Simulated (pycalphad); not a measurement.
Computed with pycalphad from the COST 507 light-alloy database (1999), at 1 atm. These are 1990s assessments: newer ones move some temperatures and phases. Phase fractions are per mole of atoms. Kinetics are ignored, which matters at the lower temperatures.

Problem. Give the equilibrium state of Mn-3.596Si (wt.%) at 1450 K.

Solution. LIQUID, fraction 0.790, with 4.1 Si wt.%; BCC_A2, fraction 0.210, with 1.8 Si wt.%.

Problem. Give the equilibrium state of Mn-3.596Si (wt.%) at 550 K.

Solution. 
```
T = 550.00 K, P = 101325 Pa, N = 1 mol of atoms
G = -25555 J/mol, H = 2103 J/mol, S = 50.29 J/(mol K)  (SER reference)
chemical potentials (J/mol): Mn -20538, Si -94314
phase             fraction      x(Mn)      x(Si)
CBCC_A12            0.8139     0.9507     0.0493
MN6SI               0.1861     0.8500     0.1500
```

Database names, with the compositions (at.%) that they take in these runs: MN6SI: Mn 85 Si 15. BCC_A2 is bcc; CBCC_A12 is α-Mn.
